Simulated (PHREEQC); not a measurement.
PHREEQC input (ion-association model, phreeqc.dat):

```
SOLUTION 1
  temp 25
  units mol/kgw
  pH 7 charge
  S(6) 0.074
  Na 0.148
END
SELECTED_OUTPUT 1
  -reset false
  -pH true
  -pe true
  -ionic_strength true
  -water true
  -totals Ca F Na S S(-2) S(6)
  -molalities H+ Ca+2 Na+ SO4-2 F- OH- O2 HSO4- S-2 HS-
    H2S HF HF2- CaOH+ CaSO4 CaHSO4+ NaOH NaSO4- NaF
  -equilibrium_phases Fluorite
  -saturation_indices Anhydrite
PRINT
  -reset false
USE solution 1
REACTION_TEMPERATURE 1
  10 18 26 34 42 50 58 66 74 82 90
EQUILIBRIUM_PHASES 1
  Fluorite 0 0.2
  O2(g) -0.68 10
END
```

Selected output (columns that matter, 9 of 11 rows; T (°C) added in front):

```
T (°C)	pH	mu	Ca	F	m_H+	m_Ca+2	m_Na+	m_SO4-2	m_F-	m_OH-	m_CaSO4	m_NaSO4-	m_NaF	Fluorite
10	7.4695	0.19918	0.00036784	0.00073568	4.2334e-08	0.00019054	0.13638	0.062229	0.00070721	1.2126e-07	0.0001773	0.011594	2.8451e-05	0.19963
18	7.345	0.19842	0.00040534	0.00081068	5.6507e-08	0.00020644	0.13599	0.061817	0.00077958	1.8078e-07	0.00019889	0.011984	3.1069e-05	0.19959
26	7.2345	0.19773	0.00044181	0.00088361	7.3051e-08	0.00022179	0.13562	0.061437	0.00085002	2.639e-07	0.00022001	0.012343	3.3541e-05	0.19956
42	7.051	0.19652	0.00050997	0.0010199	1.1207e-07	0.00025054	0.13499	0.060773	0.00098189	5.3277e-07	0.00025942	0.012967	3.7926e-05	0.19949
50	6.9759	0.19601	0.00054098	0.001082	1.3361e-07	0.00026386	0.13473	0.060489	0.001042	7.3928e-07	0.00027713	0.013233	3.9791e-05	0.19946
58	6.9108	0.19556	0.00056962	0.0011392	1.5574e-07	0.00027644	0.13449	0.060238	0.0010976	1.0116e-06	0.00029318	0.013468	4.1418e-05	0.19943
74	6.807	0.19484	0.00061915	0.0012383	1.9918e-07	0.00029944	0.13411	0.059832	0.0011939	1.8233e-06	0.0003197	0.013847	4.3927e-05	0.19938
82	6.7671	0.19457	0.00063988	0.0012798	2.1924e-07	0.00030993	0.13396	0.059677	0.0012343	2.4058e-06	0.00032995	0.013992	4.481e-05	0.19936
90	6.7342	0.19436	0.00065791	0.0013158	2.3745e-07	0.00031978	0.13385	0.059553	0.0012695	3.1406e-06	0.00033813	0.014107	4.5451e-05	0.19934
```

Complexes and solids missing from the database can't appear. Away from 25 °C the constants follow the database's enthalpies or fits; those with neither stay at their 25 °C values.
